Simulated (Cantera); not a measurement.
**Stirred combustor or abatement burner**

A perfectly stirred reactor is fed with C3H8 : O2 : N2 = 1 : 9.26 : 34.8 (molar parts), equivalence ratio 0.54, at 0.533 atm; it is adiabatic with a 475 K inlet, and is followed from long to short residence time, starting on the burning branch (τ in s: 0.19, 0.06, 0.019, 0.006, 0.0019, 0.00061, 0.00019, 6.1e-05, 1.9e-05).

Cantera simulation using GRI-Mech 3.0 (53 species, 325 reactions); the numbers are that mechanism's predictions, not measurements. GRI-Mech 3.0 was tuned for natural gas; its chemistry of propane as a main component is partial and can be far from experiment.

```json
[
 {"τ (s)": "0.19", "T (K)": "1718", "x C3H8": "8.41e-7", "x O2": "0.0923", "x HO2": "1.44e-6", "x OH": "0.00125", "x NO": "1.75e-5", "x CH2CO": "1.65e-6", "x H2": "0.000118"},
 {"τ (s)": "0.060", "T (K)": "1709", "x C3H8": "1.81e-6", "x O2": "0.0923", "x HO2": "2.74e-6", "x OH": "0.00174", "x NO": "1.27e-5", "x CH2CO": "3.39e-6", "x H2": "0.000239"},
 {"τ (s)": "0.019", "T (K)": "1692", "x C3H8": "3.75e-6", "x O2": "0.0925", "x HO2": "5.15e-6", "x OH": "0.00236", "x NO": "8.95e-6", "x CH2CO": "6.61e-6", "x H2": "0.000469"},
 {"τ (s)": "0.0060", "T (K)": "1662", "x C3H8": "7.91e-6", "x O2": "0.0930", "x HO2": "9.35e-6", "x OH": "0.00301", "x NO": "6.71e-6", "x CH2CO": "1.23e-5", "x H2": "0.000868"},
 {"τ (s)": "0.0019", "T (K)": "1612", "x C3H8": "1.83e-5", "x O2": "0.0946", "x HO2": "1.65e-5", "x OH": "0.00349", "x NO": "5.12e-6", "x CH2CO": "2.29e-5", "x H2": "0.00147"},
 {"τ (s)": "0.00061", "T (K)": "1529", "x C3H8": "5.57e-5", "x O2": "0.0991", "x HO2": "3.26e-5", "x OH": "0.00337", "x NO": "2.78e-6", "x CH2CO": "5.05e-5", "x H2": "0.00230"},
 {"τ (s)": "0.00019", "T (K)": "475", "x C3H8": "0.0222", "x O2": "0.206", "x HO2": "<1e-12", "x OH": "<1e-12", "x NO": "<1e-12", "x CH2CO": "<1e-12", "x H2": "<1e-12"},
 {"τ (s)": "6.1e-5", "T (K)": "475", "x C3H8": "0.0222", "x O2": "0.206", "x HO2": "<1e-12", "x OH": "<1e-12", "x NO": "<1e-12", "x CH2CO": "<1e-12", "x H2": "<1e-12"},
 {"τ (s)": "1.9e-5", "T (K)": "475", "x C3H8": "0.0222", "x O2": "0.206", "x HO2": "<1e-12", "x OH": "<1e-12", "x NO": "<1e-12", "x CH2CO": "<1e-12", "x H2": "<1e-12"}
]
```
x: mole fraction; the columns are a selection and need not sum to one.
